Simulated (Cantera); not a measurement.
Charge: 1 mol SO2, 0.57 mol O2, equilibrated at 973.15 K and 89.0 Pa.

Cantera equilibrium calculation (NASA polynomials, part measured and part estimated; ideal gas, pure solids and liquids). Candidate condensed phases: S; 10 gas species. Kinetics and transport are ignored.

Base state: SO2 0.618, O2 0.354, SO3 0.0274 (mole fractions); condensed: gas only.

Question: What changes in the equilibrium state with this change: SO2 replaced by HCl?

Answer: 
```
species  before    after
-------  ------  -------
HCl           0    0.556
O2        0.354    0.347
H2O           0   0.0478
SO2       0.618        0
Cl2           0   0.0468
SO3      0.0274        0
Cl            0  0.00187
```
Further candidate phases: H2O.
